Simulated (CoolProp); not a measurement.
The fluid at 374 K and 0.903 MPa is throttled through a valve to 0.264 MPa with no heat exchange. The same conditions are run with several fluids, on thermodynamics alone (safety and materials aside).

The numbers come from the reference Helmholtz-energy equation of state of each fluid (R236EA: Rui 2013; dry air: Lemmon 2000; propylene: Lemmon 2013; R410A: Lemmon 2003; R142b: Lemmon 2006) in CoolProp. Blends and air are pseudo-pure fits.

Task: Rank R236EA, dry air, propylene, R410A, R142b by temperature change (K), highest first.

Result: dry air (-0.8), propylene (-6.0), R410A (-6.3), R236EA (-8.4), R142b (-9.1)

```csv
fluid,final density (kg/m³)
R236EA,13.8
dry air,2.46
propylene,3.70
R410A,6.37
R142b,9.05
```
